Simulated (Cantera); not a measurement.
## Equilibrium for chlorosilane synthesis and conversion: Si + HCl + H2

Charge: 1 mol Si, a varied amount of HCl, 7.7 mol H2, equilibrated at 1300 °C and 750 Torr.

Cantera equilibrium calculation (NASA polynomials, part measured and part estimated; ideal gas, pure solids and liquids). Candidate condensed phases: Si; 19 gas species. The tables' values for SiCl3 are old estimates; treat these amounts as uncertain. Equilibrium is a limit: real reactors are often held back by kinetics, nucleation or transport.

```tsv
n(HCl) (mol)	x H2	x HCl	x SiCl2	x SiCl3	x SiCl4	n Si(s)
0.51	0.947	0.0447	0.00716	0.000524	0.000101	0.933
0.58	0.941	0.0489	0.00859	0.000688	0.000145	0.918
0.67	0.934	0.0537	0.0105	0.000925	0.000215	0.897
0.78	0.926	0.0591	0.0128	0.00125	0.000321	0.871
0.9	0.917	0.0644	0.0153	0.00164	0.000460	0.841
1	0.910	0.0684	0.0174	0.00198	0.000595	0.815
1.2	0.897	0.0755	0.0215	0.00273	0.000909	0.761
1.4	0.886	0.0816	0.0255	0.00352	0.00128	0.705
1.6	0.875	0.0870	0.0293	0.00434	0.00169	0.648
1.9	0.860	0.0939	0.0348	0.00560	0.00238	0.560
2.1	0.850	0.0980	0.0382	0.00646	0.00287	0.500
2.5	0.833	0.105	0.0447	0.00816	0.00392	0.379
2.9	0.818	0.111	0.0506	0.00984	0.00503	0.256
```
x: gas mole fraction; n: condensed amount in mol.

From 0.51 mol HCl to 2.9 mol HCl the condensed part is Si(s). The main Si-bearing gas is SiCl2 throughout. The share of Si in condensed phases is highest at 0.51 mol HCl (93.3 %) and lowest at 2.9 mol HCl (25.6 %).
